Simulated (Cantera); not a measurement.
**Calcination and drying: LiOH + H2O**

Input: 1 mol LiOH, 0.29 mol H2O.

Equilibrium computed with Cantera from the NASA thermochemical tables; the gas is ideal and each condensed phase is pure. Candidate condensed phases: H2O, Li, LiH, LiOH, Li2O; 17 gas species. Kinetics and transport are ignored.

### Question
Map the stable condensed phases over T = 1025, 1125, 1225, 1325, 1425, 1525, 1625, 1725, 1825, 1925, 2025, 2125 K and P in Pa = 10, 36, 130, 460, 1700, 6000, 22000, 77000, 280000, 1000000.

### Answer
```
T in K \ P in Pa
              10      36     130     460    1700    6000   22000   77000  280000 1000000
   2125        A       A       A       A       A       A       A       A       B       B
   2025        A       A       A       A       A       A       A       B       B       C
   1925        A       A       A       A       A       A       B       B       B       C
   1825        A       A       A       A       A       B       B       B       B       C
   1725        A       A       A       A       B       B       B       B       C       C
   1625        A       A       A       B       B       B       B       B       C       C
   1525        A       A       B       B       B       B       B       B       C       C
   1425        B       B       B       B       B       B       B       B       C       C
   1325        B       B       B       B       B       B       B       B       C       C
   1225        B       B       B       B       B       B       B       C       C       C
   1125        B       B       B       B       B       B       B       C       C       C
   1025        B       B       B       B       B       B       C       C       C       C
```
A: gas only; B: Li2O; C: LiOH.
